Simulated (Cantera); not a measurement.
Input: 1 mol Si, 4.2 mol NF3, 4.1 mol SF6, at 775 °C.

Equilibrium computed with Cantera from the NASA thermochemical tables; the gas is ideal and each condensed phase is pure. Candidate condensed phases: S, Si, Si3N4; 29 gas species. The numbers say what is thermodynamically allowed, not how fast it happens.

x: gas mole fraction; nothing condenses.

```json
[
 {"P (Pa)": "1", "x F": "0.544", "x SF6": "0.259", "x F2": "0.000124", "x N2": "0.133", "x SiF4": "0.0633", "x NF3": "1.01e-12"},
 {"P (Pa)": "6.80", "x F": "0.543", "x SF6": "0.260", "x F2": "0.000840", "x N2": "0.133", "x SiF4": "0.0633", "x NF3": "1.21e-10"},
 {"P (Pa)": "46", "x F": "0.536", "x SF6": "0.261", "x F2": "___", "x N2": "0.134", "x SiF4": "0.0636", "x NF3": "___"},
 {"P (Pa)": "320", "x F": "___", "x SF6": "0.268", "x F2": "___", "x N2": "0.137", "x SiF4": "0.0654", "x NF3": "___"},
 {"P (Pa)": "2200", "x F": "0.365", "x SF6": "0.291", "x F2": "0.123", "x N2": "0.149", "x SiF4": "0.0711", "x NF3": "7.34e-5"},
 {"P (Pa)": "15000", "x F": "0.195", "x SF6": "0.322", "x F2": "0.238", "x N2": "0.164", "x SiF4": "0.0786", "x NF3": "0.00142"},
 {"P (Pa)": "100000", "x F": "0.0847", "x SF6": "0.346", "x F2": "0.300", "x N2": "0.171", "x SiF4": "0.0845", "x NF3": "0.0136"}
]
```

**Question.** Fill in the missing entries.

**Answer.** 
- 320, x F: 0.496
- 320, x F2: 0.0330
- 320, x NF3: 1.42e-6
- 46, x F2: 0.00554
- 46, x NF3: 1.39e-8
